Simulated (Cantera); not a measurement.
Feed: 1 mol SiH4, 0.82 mol NH3, 41 mol H2, 22 mol N2, at 727 °C and 75.0 Torr.

Equilibrium computed with Cantera from the NASA thermochemical tables; the gas is ideal and each condensed phase is pure. Candidate condensed phases: Si, Si3N4; 18 gas species. Kinetics and transport are ignored.

Base state: H2 0.670, N2 0.330, NH3 1.83e-5 (mole fractions); condensed: Si3N4(s).

What changes in the equilibrium state with this change: temperature from 727 °C to 1650 °C?


```
species         before     after
-------------  -------  --------
H2               0.670     0.662
N2               0.330     0.336
H              5.88e-9   0.00242
Si               <1e-9  0.000170
SiH2             <1e-9   4.45e-5
SiH              <1e-9   3.57e-5
Si2N             <1e-9   1.39e-5
NH3            1.83e-5   7.16e-7
Si3N4(s), mol    0.333         0
Si(l), mol           0     0.981
```
Gases not in the tables: Si2H6 and higher silanes.

What changes in the equilibrium state with this change: SiH4 replaced by SiCl4?


```json
[
 {"species": "H2", "before": "0.670", "after": "0.610"},
 {"species": "N2", "before": "0.330", "after": "0.330"},
 {"species": "HCl", "before": "0", "after": "0.0606"},
 {"species": "SiCl4", "before": "0", "after": "1.06e-5"},
 {"species": "NH3", "before": "1.83e-5", "after": "1.59e-5"},
 {"species": "Si3N4(s), mol", "before": "0.333", "after": "0.333"}
]
```
Further candidate phases: NH4Cl.
